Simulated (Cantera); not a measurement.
An isothermal, constant-pressure homogeneous reactor starts with 10.6 % H₂, 5.88 % O₂, 76.5 % N₂, 7.06 % H₂O, equivalence ratio 0.90, at 898 K and 0.849 atm.

Cantera simulation using GRI-Mech 3.0 (53 species, 325 reactions); the numbers are that mechanism's predictions, not measurements. Below about 950 K walls govern HO2 and H2O2 in real vessels. The temperature is held fixed by assumption; the heat of reaction is taken as removed at once.

Task: Predict: x(H₂) at 4.00 s; x(O₂) at 4.00 s; x(OH) at 4.00 s; x(HO₂) at 4.00 s.

Result: 
| Item | Value |
|---|---|
| x(H₂) at 4.00 s | 0.0635 (gas-phase equilibrium 7.63e-12) |
| x(O₂) at 4.00 s | 0.0377 (gas-phase equilibrium 0.00621) |
| x(OH) at 4.00 s | 1.42e-8 (gas-phase equilibrium 7.37e-9) |
| x(HO₂) at 4.00 s | 1.65e-5 (gas-phase equilibrium 1.42e-11) |
